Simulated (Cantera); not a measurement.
A perfectly stirred reactor is fed with CH₄ : H₂O = 1 : 0.44 (molar parts), at 500000 Pa; it is held at 1225 K, and followed from long to short residence time.

Model: GRI-Mech 3.0 (53 species, 325 reactions), integrated in Cantera. GRI-Mech 3.0 stops at C3 and has no aromatics, soot or wall deposition, so with more carbon than oxygen in the feed, carbon stays in small species such as C2H2 where larger ones or solid carbon would form.

### Question
What does this change do: temperature 1225 to 1550 K?

### Answer
| quantity | before | after |
|---|---|---|
| x(CH₄) at τ = 0.400 s | 0.693 | 0.253 |
| x(H₂O) at τ = 0.400 s | 0.305 | 0.202 |
| x(CO) at τ = 0.400 s | 2.01e-7 | 0.0197 |
| x(HCO) at τ = 0.400 s | <1e-12 | 1.19e-9 |
| x(H) at τ = 0.400 s | 1.52e-10 | 8.17e-6 |
| x(CH₄) at τ = 4.70 ms | 0.694 | 0.628 |
| x(H₂O) at τ = 4.70 ms | 0.306 | 0.296 |
| x(CO) at τ = 4.70 ms | 8.88e-12 | 0.000131 |
| x(HCO) at τ = 4.70 ms | <1e-12 | 2.90e-10 |
| x(H) at τ = 4.70 ms | 3.95e-11 | 1.20e-6 |
